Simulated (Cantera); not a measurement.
What does this Cantera script print?

```python
import numpy as np
import cantera as ct

gas = ct.Solution("gri30.yaml")
gas.TPX = 475, 17000, {'CH4': 1, 'O2': 1.43, 'N2': 5.37}
flame = ct.FreeFlame(gas, width=0.14)
flame.set_refine_criteria(ratio=3, slope=0.08, curve=0.16)
flame.transport_model = "mixture-averaged"
flame.solve(loglevel=0, auto=True)
z, T = flame.grid, flame.T
thick = (T[-1] - T[0]) / np.gradient(T, z).max()
show = ['CH4', 'O2', 'CH2CO', 'NO', 'CH3', 'HCO']
print(f"laminar burning velocity  {flame.velocity[0] * 100:.3f} cm/s")
print(f"burnt temperature         {T[-1]:.1f} K")
print(f"thermal thickness         {thick * 1e3:.4f} mm")
print(f"grid points               {len(z)}")
z0 = z[flame.heat_release_rate.argmax()]
print(f"{'z/mm':>9s}{'T/K':>9s}{'u/(m/s)':>9s}" + "".join(f"{s:>11s}" for s in show))
rows = []
for k in (-3, -2, -1.5, -1, -0.5, -0.25, 0, 0.25, 0.5, 1, 2, 4, 8):
    zz = z0 + k * thick
    rows.append([k * thick, np.interp(zz, z, T), np.interp(zz, z, flame.velocity),
                 *(np.interp(zz, z, flame.X[gas.species_index(s)]) for s in show)])
    print(f"{rows[-1][0] * 1e3:9.3f}{rows[-1][1]:9.1f}{rows[-1][2]:9.3f}" + "".join(f"{x:11.3e}" for x in rows[-1][3:]))
```

It prints:

```
laminar burning velocity  73.177 cm/s
burnt temperature         2077.0 K
thermal thickness         2.2806 mm
grid points               160
     z/mm      T/K  u/(m/s)        CH4         O2      CH2CO         NO        CH3        HCO
   -6.842    475.2    0.734  1.279e-01  1.829e-01  3.149e-10  3.114e-10  1.550e-08  2.719e-18
   -4.561    477.6    0.741  1.270e-01  1.819e-01  1.080e-08  5.457e-09  2.295e-07  9.374e-15
   -3.421    489.8    0.765  1.252e-01  1.801e-01  1.246e-07  3.770e-08  1.451e-06  2.457e-12
   -2.281    584.1    0.925  1.169e-01  1.723e-01  3.016e-06  4.479e-07  2.001e-05  1.633e-09
   -1.140   1040.7    1.692  7.950e-02  1.319e-01  7.008e-05  3.866e-06  8.393e-04  9.993e-07
   -0.570   1428.7    2.360  4.382e-02  8.790e-02  1.985e-04  8.320e-06  3.808e-03  1.735e-05
    0.000   1767.9    2.958  1.287e-02  4.143e-02  1.890e-04  1.603e-05  4.632e-03  4.881e-05
    0.570   1936.2    3.251  1.914e-03  1.450e-02  4.630e-05  2.820e-05  1.608e-03  2.739e-05
    1.140   1986.7    3.333  2.145e-04  4.697e-03  6.495e-06  4.170e-05  2.891e-04  5.961e-06
    2.281   2004.9    3.353  3.417e-06  8.917e-04  2.662e-07  6.000e-05  6.617e-06  2.010e-07
    4.561   2012.0    3.359  1.102e-08  4.929e-04  2.342e-09  7.406e-05  2.685e-08  3.622e-08
    9.123   2019.9    3.369  8.166e-12  4.227e-04  1.976e-12  8.027e-05  1.998e-11  3.290e-08
   18.245   2031.7    3.386  1.288e-14  3.336e-04  9.816e-16  8.230e-05  3.206e-14  2.921e-08
```

Cantera simulation using GRI-Mech 3.0 (53 species, 325 reactions); the numbers are that mechanism's predictions, not measurements. Burning velocities carry a grid error of a few per cent, more on coarse grids.
